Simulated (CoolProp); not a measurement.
Vapour-liquid equilibrium of n-heptane (1) + o-xylene (2) at 339.9 K; x and y are mole fractions of (1).

Values from CoolProp's multi-fluid Helmholtz-energy mixture model, Span 2003 and Zhou 2012; pair parameters Bell 2016.

```csv
x,"bubble pressure, mixture model (bar)","bubble pressure, Raoult's law (bar)","y, mixture model","y, Raoult's law"
0.05,0.09549,0.08782,0.267,0.205
0.15,0.1342,0.1165,0.527,0.464
0.25,0.1675,0.1452,0.659,0.621
0.35,0.1970,0.1739,0.742,0.725
0.45,0.2240,0.2026,0.801,0.801
0.55,0.2494,0.2313,0.848,0.857
0.65,0.2739,0.2600,0.887,0.901
0.75,0.2982,0.2887,0.922,0.936
0.85,0.3226,0.3174,0.954,0.965
0.95,0.3476,0.3461,0.985,0.989
```

The largest gap from Raoult's law is +15.4 % in bubble pressure, at x = 0.25. No azeotrope shows between x = 0.05 and 0.95.

Pair parameters are fitted to limited data, so mixtures are less certain than the pure fluids.
